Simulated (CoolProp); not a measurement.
Vapour-liquid equilibrium of R134a (1) + methanol (2) at 276.3 K; x and y are mole fractions of (1).

Computed with CoolProp (multi-fluid Helmholtz-energy mixture model, Tillner-Roth 1994 and de Reuck 1993; pair parameters Bell 2016).

Give the bubble pressure and the first vapour's composition at x = 0.725, 0.8, 0.875. Is there an azeotrope?

x = 0.725: 0.2558 MPa, y = 0.987; x = 0.8: 0.2716 MPa, y = 0.989; x = 0.875: 0.2900 MPa, y = 0.993. No azeotrope shows between x = 0.05 and 0.95.

Pair parameters are fitted to limited data, so mixtures are less certain than the pure fluids. With so large a gap from Raoult's law the liquid may split in two, which this calculation doesn't test in full.
